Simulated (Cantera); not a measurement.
**Ignition delay**

Mixture: CH4 : O2 : N2 = 1 : 4.44 : 16.7 (molar parts), at 308 Torr, adiabatic and at constant volume. Ignition delay is the time to a rise of 400 K.

Model: GRI-Mech 3.0 (53 species, 325 reactions), integrated in Cantera.

```tsv
T0 (K)	delay (ms)
1050	700
1150	129
1250	29.2
1350	8.18
1450	2.87
1550	1.23
1650	0.600
```

| Property | Result |
|---|---|
| apparent activation energy between 1450 and 1650 K | 160 kJ/mol |
